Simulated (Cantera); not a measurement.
## Pyrogenic steam for wet oxidation

A perfectly stirred reactor is fed with 17.9 % H2, 30.4 % O2, 51.7 % N2, equivalence ratio 0.29, at 100.0 Torr; it is held at 1123 K, and followed from long to short residence time.

Computed with Cantera and the H2/O2 subset of GRI-Mech 3.0, which has no nitrogen chemistry. The temperature is held fixed by assumption; the heat of reaction is taken as removed at once.

```csv
τ (s),x H2,x O2,x OH,x O,x H2O
0.31,0.000647,0.235,0.000411,0.000225,0.196
0.13,0.00111,0.235,0.000558,0.000400,0.195
0.053,0.00192,0.235,0.000775,0.000714,0.194
0.022,0.00323,0.236,0.00108,0.00124,0.192
0.0090,0.00541,0.236,0.00153,0.00213,0.189
0.0037,0.00893,0.236,0.00215,0.00356,0.183
0.0015,0.0147,0.237,0.00299,0.00582,0.173
0.00063,0.0236,0.239,0.00397,0.00887,0.157
0.00026,0.0379,0.243,0.00493,0.0123,0.132
```
x: mole fraction; the columns are a selection and need not sum to one.
